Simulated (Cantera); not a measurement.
Charge: 1 mol Si3N4, 0.13 mol N2, at 1725 °C and 225 Torr.

Equilibrium computed with Cantera from the NASA thermochemical tables; the gas is ideal and each condensed phase is pure. Candidate condensed phases: Si, Si3N4; 7 gas species. The tables' values for SiN are old estimates; treat these amounts as uncertain. Equilibrium is a limit: real reactors are often held back by kinetics, nucleation or transport.

Base state: N2 1.000, Si 9.33e-5, SiN 1.34e-5, Si2N 1.16e-5 (mole fractions); condensed: Si3N4(s).

### Question
What changes in the equilibrium state with this change: pressure from 225 Torr to 2.85 Torr?

### Answer
```json
[
 {"species": "N2", "before": "1.000", "after": "0.988"},
 {"species": "Si", "before": "9.33e-5", "after": "0.0112"},
 {"species": "Si2N", "before": "1.16e-5", "after": "0.000236"},
 {"species": "Si3", "before": "8.95e-8", "after": "2.48e-5"},
 {"species": "Si2", "before": "6.33e-7", "after": "0.000115"},
 {"species": "SiN", "before": "1.34e-5", "after": "0.000179"},
 {"species": "Si3N4(s), mol", "before": "1.000", "after": "0"},
 {"species": "Si(l), mol", "before": "0", "after": "2.97"}
]
```
